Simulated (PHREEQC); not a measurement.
Consider water at 25 °C with 0.0016 mol NiCl2, 3.3e-05 mol NaCl and 1.2 mol H2SO4 per kg of water. Closed to the air; pH follows from the charge balance.

All values are PHREEQC results (ion-association model, wateq4f.dat), not measurements.

The pH comes out as 0.03 and the ionic strength is 1.32 mol/kgw. The activity of water is 0.958. The total alkalinity comes out as -2400 meq/kg.

```tsv
species	molality	activity	log γ
H+	1.26	0.925	-0.133
HSO4-	1.14	0.693	-0.217
SO4-2	0.0564	0.00771	-0.864
Cl-	0.00323	0.00189	-0.233
Ni+2	0.00101	0.000526	-0.284
NiSO4	0.000584	0.000791	0.132
Na+	3.16e-5	2.32e-5	-0.135
NiCl+	2.94e-6	2.50e-6	-0.071
NaSO4-	1.40e-6	8.96e-7	-0.193
Ni(SO4)2-2	6.30e-7	3.27e-7	-0.284
NiCl2	1.27e-8	1.72e-8	0.132
```

Precipitation was switched off in this run. Ionic strength above about 0.7 mol/kgw puts this run outside the model's range. Complexes and solids missing from the database can't appear.
